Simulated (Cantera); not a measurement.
Input: 1 mol AlN, 19 mol H₂O, equilibrated at 0.0218 Torr.

Equilibrium computed with Cantera from the NASA thermochemical tables; the gas is ideal and each condensed phase is pure. Candidate condensed phases: Al, AlN, Al₂O₃, H₂O; 35 gas species. Rates play no part.

log p: log10 of the partial pressure in bar; n: condensed amount in mol.

| T (°C) | log p H₂O | log p H₂ | log p N₂ | log p H | log p OH | n Al₂O₃(s) |
|---|---|---|---|---|---|---|
| 652 | -4.58 | -5.65 | -6.13 | [?] | -14.27 | 0.500 |
| 727 | -4.58 | -5.65 | -6.13 | [?] | -13.06 | 0.500 |
| 802 | -4.58 | -5.65 | -6.13 | [?] | -12.01 | 0.500 |
| 877 | -4.58 | -5.65 | -6.13 | [?] | -11.10 | 0.500 |
| 952 | -4.58 | -5.65 | -6.13 | [?] | -10.31 | 0.500 |
| 1027 | -4.58 | -5.65 | -6.13 | [?] | -9.60 | 0.500 |
| 1102 | -4.58 | -5.65 | -6.13 | [?] | -8.97 | 0.500 |
| 1177 | -4.58 | -5.65 | -6.13 | [?] | -8.40 | 0.500 |
| 1252 | -4.59 | -5.65 | -6.13 | [?] | -7.89 | 0.500 |
| 1327 | -4.59 | -5.65 | -6.13 | [?] | -7.43 | 0.500 |

Q: Complete the blanks.

A: 
- 652, log p H: -12.41
- 727, log p H: -11.47
- 802, log p H: -10.66
- 877, log p H: -9.95
- 952, log p H: -9.33
- 1027, log p H: -8.78
- 1102, log p H: -8.29
- 1177, log p H: -7.85
- 1252, log p H: -7.45
- 1327, log p H: -7.09
